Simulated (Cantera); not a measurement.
A freely propagating, adiabatic, planar premixed flame of 8.23 % CH₄, 17.9 % O₂, 67.2 % N₂, 6.17 % H₂O, 0.535 % H₂, equivalence ratio 0.94, unburnt at 573 K and 100.0 Torr; mixture-averaged transport, grid criteria slope 0.08 and curve 0.16, no radiation.

Computed with Cantera and GRI-Mech 3.0 (53 species, 325 reactions). Burning velocities carry a grid error of a few per cent, more on coarse grids.

Q: Predict: laminar burning velocity; thermal thickness; peak x(HCN); peak x(H₂O₂); peak x(C₂H₂).

A: 
```
Property                    Result
------------------------  --------
laminar burning velocity  153 cm/s
thermal thickness          2.23 mm
peak x(HCN)                1.67e-6
peak x(H₂O₂)               2.51e-6
peak x(C₂H₂)               7.89e-5
```
